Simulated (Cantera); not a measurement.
A perfectly stirred reactor is fed with CH₄ : O₂ : N₂ = 1 : 2.7 : 10.2 (molar parts), at 5.80 bar; it is adiabatic with a 748 K inlet, and is followed from long to short residence time, starting on the burning branch (τ in s: 0.17, 0.052, 0.016, 0.0049, 0.0015, 0.00046, 0.00014, 4.4e-05, 1.3e-05, 4.1e-06).

Cantera simulation using GRI-Mech 3.0 (53 species, 325 reactions); the numbers are that mechanism's predictions, not measurements.

Question: What does this change do: inlet temperature 748 to 425 K?

Answer: 
```csv
quantity,before,after
"blow-out, bracketed by the residence times tried","burning at 44.0 µs, out at 13.0 µs","burning at 0.140 ms, out at 44.0 µs"
x(CH₄) at τ = 0.170 s,3.97e-7,1.41e-6
x(O₂) at τ = 0.170 s,0.0480,0.0500
x(CH₂O) at τ = 0.170 s,6.20e-8,1.71e-7
x(CH₃) at τ = 0.170 s,1.65e-7,4.40e-7
x(CO) at τ = 0.170 s,0.00101,0.000212
x(CH₄) at τ = 0.460 ms,7.43e-5,0.000150
x(O₂) at τ = 0.460 ms,0.0516,0.0523
x(CH₂O) at τ = 0.460 ms,1.27e-5,2.13e-5
x(CH₃) at τ = 0.460 ms,2.84e-5,4.12e-5
x(CO) at τ = 0.460 ms,0.00468,0.00450
```
